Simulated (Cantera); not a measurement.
Feed: 1 mol HMDSO, 0.34 mol O₂, 120 mol N₂, 2.8 mol O₃, held at 1.00 bar.

Equilibrium computed with Cantera from the NASA thermochemical tables; the gas is ideal and each condensed phase is pure. Candidate condensed phases: C, C₆H₆, C₇H₈, C₈H₁₈, H₂O, Si, SiC, SiO₂, Si₂N₂O, Si₃N₄; 151 gas species. The feed counts by its element totals alone. The tables hold silica as quartz up to 1696 K and as liquid above; real silica turns to tridymite and cristobalite and melts near 1996 K. Kinetics and transport are ignored.

At 1200 K, list the 4 most abundant gas species with their mole fractions, and the condensed phases.

N₂ 0.889, H₂ 0.0662, CO 0.0442, H₂O 0.000410. Condensed: SiO₂(β-quartz).
